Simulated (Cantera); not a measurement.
A Cantera script and what it prints.

```python
import numpy as np
import cantera as ct

gas_names = [...]  # 139 gases of nasa_gas.yaml made of C, H, N, O, Ti
cond_names = """
    C(gr) C6H6(L) C7H8(L) C8H18(L),n-octa H2O(s) H2O(L) Ti(a) Ti(b) Ti(L) TiC(s) TiC(L) TiN(s) TiN(L)
    TiO(a) TiO(b) TiO(L) TiO2(ru) TiO2(L) Ti2O3(a) Ti2O3(b) Ti2O3(L) Ti3O5(a) Ti3O5(b) Ti3O5(L) Ti4O7(s)
    Ti4O7(L)
""".split()


# ... load() reads the species with a 1 bar reference pressure and builds the phases ...
atoms = {
    'Ti(OiPr)4': {'Ti': 1, 'C': 12, 'H': 28, 'O': 4},
    'C3H8': {'C': 3, 'H': 8},
    'N2': {'N': 2},
}
top_T = {'C(gr)': 4500}  # K; cautious upper limits of use, not melting points


# ... equilibrate(T, P, feed) seeds the gas with the atoms and calls Mixture.equilibrate('TP', solver="vcs", rtol=1e-11, max_steps=5000) ...
results = []
feed = {'Ti(OiPr)4': 1, 'C3H8': 1.3, 'N2': 4.7}  # mol
P = 1333.22  # Pa
for T in [1498, 1548, 1598, 1648, 1698, 1748, 1798, 1848, 1898]:
    mix = equilibrate(T, P, feed)
    results.append((T, P, feed, dict(zip(mix.species_names, mix.species_moles))))

top = {s: max(r[3][s] / sum(r[3][g] for g in gas_names) for r in results) for s in gas_names}
cols = sorted((s for s in top if top[s] > 1e-06), key=lambda s: -top[s])[:5]
seen = [c for c in cond_names if any(r[3].get(c, 0) > 1e-12 for r in results)]
print("log10 of partial pressures in bar; condensed amounts in mol")
print(f"{'T/K':>10s}" + "".join(f"{s[:9]:>10s}" for s in cols + seen))
for T, P, feed, n in results:
    ng = sum(n[g] for g in gas_names)
    print(f"{T:10.4g}" + "".join(f"{np.log10(max(n[s] / ng * P / 1e5, 1e-99)):10.3f}" for s in cols)
          + "".join(f"{n.get(c, 0):10.4g}" for c in seen))
```

Result:

```
log10 of partial pressures in bar; condensed amounts in mol
       T/K        H2        N2        CO         H       HCN     C(gr)    TiC(s)
      1498    -2.038    -2.649    -2.719    -5.784    -5.325     10.89         1
      1548    -2.038    -2.649    -2.719    -5.530    -5.177     10.88         1
      1598    -2.038    -2.650    -2.719    -5.293    -5.038     10.88         1
      1648    -2.038    -2.650    -2.719    -5.069    -4.908     10.87         1
      1698    -2.038    -2.650    -2.719    -4.859    -4.785     10.86         1
      1748    -2.039    -2.651    -2.719    -4.661    -4.670     10.85         1
      1798    -2.040    -2.652    -2.719    -4.473    -4.562     10.83         1
      1848    -2.040    -2.653    -2.719    -4.296    -4.460     10.81         1
      1898    -2.042    -2.654    -2.720    -4.128    -4.363     10.79         1
```

Method: chemical equilibrium by Gibbs-energy minimisation in Cantera with the NASA 1993 tables (ideal gas, pure condensed phases). The feed counts by its element totals alone. TiC: taken at fixed stoichiometry.
